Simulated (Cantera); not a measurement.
Charge: 1 mol SiHCl3, 0.24 mol C2H4, 41 mol H2, equilibrated at 0.975 Torr.

These are equilibrium values from Cantera (NASA tables, ideal gas, pure condensed phases), not measurements of a reactor. Candidate condensed phases: C, C6H6, C7H8, C8H18, Si, SiC; 109 gas species. The tables' values for SiCl are old estimates; treat these amounts as uncertain. Rates play no part. All values below are at 2000 °C.

Base state: H2 0.720, H 0.198, HCl 0.0499, Si 0.0168, Cl 0.00989, C2H2 (acetylene) 0.00261, SiC2 0.00203, SiCl 0.000333 (mole fractions); condensed: gas only.

Q: What changes in the equilibrium state with this change: pressure from 0.975 Torr to 10.0 Torr?

A: 
```
species        before    after
-----------  --------  -------
H2              0.720    0.854
H               0.198   0.0672
HCl            0.0499   0.0586
Si             0.0168   0.0111
SiH2          8.94e-6  7.18e-5
SiCl2        0.000186  0.00147
C2H           3.02e-5  4.61e-6
Si2           9.26e-6  4.14e-5
SiC(s), mol         0    0.259
```
Gases not in the tables: Si2H6 and higher silanes.
